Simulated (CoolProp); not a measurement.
CH3F (R41) along the isotherm 338.9 K: density (kg/m³) from the reference equation and from simpler models built on Tc = 317.3 K, pc = 5906 kPa, ω = 0.200; each cubic takes its own stable root.

Values from CoolProp's reference Helmholtz-energy equation of state, Lemmon 2006. It is a short technical equation, of lower accuracy than the large ones.

| p (kPa) | phase | reference | Redlich-Kwong | Soave-Redlich-Kwong |
|---|---|---|---|---|
| 6560 | supercritical | 141.1 | 135.2 | 129.9 |
| 13100 | supercritical | 490.5 | 381.9 | 369.0 |
| 19700 | supercritical | 567.0 | 448.3 | 439.9 |
| 26200 | supercritical | 608.6 | 487.4 | 480.7 |
| 32800 | supercritical | 638.8 | 516.1 | 510.6 |
| 39400 | supercritical | 662.5 | 538.7 | 533.9 |
| 45900 | supercritical | 682.0 | 557.1 | 552.8 |
| 52500 | supercritical | 699.1 | 573.0 | 569.2 |
| 59100 | supercritical | 714.1 | 586.8 | 583.3 |
